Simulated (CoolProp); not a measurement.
A closed Brayton cycle with dry air: compressor inlet 320.15 K and 3.8 MPa, high pressure 8.53 MPa, turbine inlet 855 K, compressor efficiency 0.8, turbine efficiency 0.85, recuperator effectiveness 0.8 (on enthalpy, no pinch check). Each further row changes one setting.

Values from CoolProp's reference Helmholtz-energy equation of state, Lemmon 2000. It is a pseudo-pure fit of the blend.

```tsv
case	thermal efficiency (%)	net work (kJ/kg)	compressor to turbine work	compressor exit (K)	turbine exit (K)
as stated	22.5	49.5	0.68	424.5	716.0
turbine inlet 805 K	20.0	40.4	0.72	424.5	672.8
compressor inlet 330.15 K	21.2	46.1	0.70	437.6	716.0
high pressure 7.25 MPa	21.9	44.2	0.65	401.6	741.9
recuperator effectiveness 0.5	15.8	49.5	0.68	424.5	716.0
```
